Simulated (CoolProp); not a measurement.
Vapour pressure (bar) of CHF3 (R23): the reference equation beside estimates from Tc = 26.1 °C, pc = 48.32 bar, ω = 0.263. Clausius-Clapeyron is anchored at -44.15 °C with a constant enthalpy of vaporisation of 14.26 kJ/mol.

The numbers come from the reference Helmholtz-energy equation of state, Penoncello 2003 in CoolProp.

```tsv
T (°C)	reference	Lee-Kesler	Clausius-Clapeyron	van der Waals	Redlich-Kwong	Soave-Redlich-Kwong	Peng-Robinson
-74.45	1.540	1.526	1.927	7.352	2.658	1.527	1.533
-66.85	2.263	2.258	2.649	8.949	3.704	2.257	2.254
-59.25	3.226	3.235	3.559	10.76	5.022	3.232	3.215
-51.75	4.457	4.484	4.670	12.76	6.621	4.485	4.446
-44.15	6.039	6.090	6.039	15.02	8.580	6.099	6.033
-36.55	8.014	8.087	7.682	17.53	10.91	8.118	8.018
-28.95	10.44	10.53	9.627	20.28	13.65	10.60	10.46
-21.45	13.33	13.44	11.87	23.25	16.78	13.56	13.38
```

Absolute difference from the reference over all 8 rows, mean and median: Lee-Kesler 0.7 and 0.8 %, Clausius-Clapeyron 10.0 and 9.1 %, van der Waals 191.1 and 167.5 %, Redlich-Kwong 46.9 and 45.3 %, Soave-Redlich-Kwong 0.9 and 0.9 %, Peng-Robinson 0.3 and 0.3 %.
